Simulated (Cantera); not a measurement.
A freely propagating, adiabatic, planar premixed flame of 45.7 % H2, 11.4 % O2, 42.9 % N2, equivalence ratio 2.0, unburnt at 575 K and 1.09 atm; multicomponent+Soret transport, grid criteria slope 0.08 and curve 0.16, no radiation.

Model: the H2/O2 subset of GRI-Mech 3.0, which has no nitrogen chemistry, integrated in Cantera. Burning velocities carry a grid error of a few per cent, more on coarse grids.

x: mole fraction of selected species; z is measured from the peak of heat release.

```json
[
 {"z (mm)": "-1.17", "T (K)": "575", "u (m/s)": "7.96", "x H2": "0.457", "x O2": "0.114", "x H2O": "<1e-8", "x H": "<1e-8", "x HO2": "<1e-8", "x H2O2": "<1e-8"},
 {"z (mm)": "-0.777", "T (K)": "575", "u (m/s)": "7.96", "x H2": "0.457", "x O2": "0.114", "x H2O": "<1e-8", "x H": "<1e-8", "x HO2": "<1e-8", "x H2O2": "<1e-8"},
 {"z (mm)": "-0.583", "T (K)": "575", "u (m/s)": "7.96", "x H2": "0.457", "x O2": "0.114", "x H2O": "<1e-8", "x H": "<1e-8", "x HO2": "<1e-8", "x H2O2": "<1e-8"},
 {"z (mm)": "-0.388", "T (K)": "575", "u (m/s)": "7.96", "x H2": "0.457", "x O2": "0.114", "x H2O": "___", "x H": "___", "x HO2": "___", "x H2O2": "<1e-8"},
 {"z (mm)": "-0.194", "T (K)": "599", "u (m/s)": "8.17", "x H2": "0.447", "x O2": "0.115", "x H2O": "0.00109", "x H": "0.000272", "x HO2": "0.000262", "x H2O2": "4.51e-6"},
 {"z (mm)": "-0.0971", "T (K)": "818", "u (m/s)": "10.8", "x H2": "0.411", "x O2": "0.110", "x H2O": "0.0207", "x H": "0.00801", "x HO2": "0.000180", "x H2O2": "1.13e-5"},
 {"z (mm)": "0", "T (K)": "1224", "u (m/s)": "15.9", "x H2": "0.316", "x O2": "0.0709", "x H2O": "0.102", "x H": "0.0476", "x HO2": "7.36e-5", "x H2O2": "2.21e-6"},
 {"z (mm)": "0.0971", "T (K)": "1506", "u (m/s)": "19.4", "x H2": "0.226", "x O2": "0.0185", "x H2O": "0.202", "x H": "0.0850", "x HO2": "1.85e-5", "x H2O2": "1.11e-6"},
 {"z (mm)": "0.194", "T (K)": "1628", "u (m/s)": "20.9", "x H2": "0.206", "x O2": "0.00356", "x H2O": "0.232", "x H": "0.0889", "x HO2": "3.43e-6", "x H2O2": "6.72e-7"},
 {"z (mm)": "0.388", "T (K)": "1745", "u (m/s)": "22.3", "x H2": "0.210", "x O2": "0.000842", "x H2O": "0.239", "x H": "0.0775", "x HO2": "8.06e-7", "x H2O2": "4.26e-7"},
 {"z (mm)": "0.777", "T (K)": "1865", "u (m/s)": "23.6", "x H2": "0.220", "x O2": "0.000533", "x H2O": "0.242", "x H": "0.0616", "x HO2": "5.03e-7", "x H2O2": "2.44e-7"},
 {"z (mm)": "1.55", "T (K)": "1982", "u (m/s)": "24.9", "x H2": "0.230", "x O2": "0.000320", "x H2O": "0.246", "x H": "0.0456", "x HO2": "3.12e-7", "x H2O2": "1.28e-7"},
 {"z (mm)": "3.11", "T (K)": "2082", "u (m/s)": "25.9", "x H2": "0.238", "x O2": "___", "x H2O": "0.249", "x H": "___", "x HO2": "___", "x H2O2": "___"}
]
```

Some entries are withheld; supply them.


- -0.388, x H2O: 2.00e-7
- -0.388, x H: 6.44e-8
- -0.388, x HO2: 7.94e-7
- 3.11, x O2: 0.000165
- 3.11, x H: 0.0316
- 3.11, x HO2: 1.75e-7
- 3.11, x H2O2: 6.50e-8
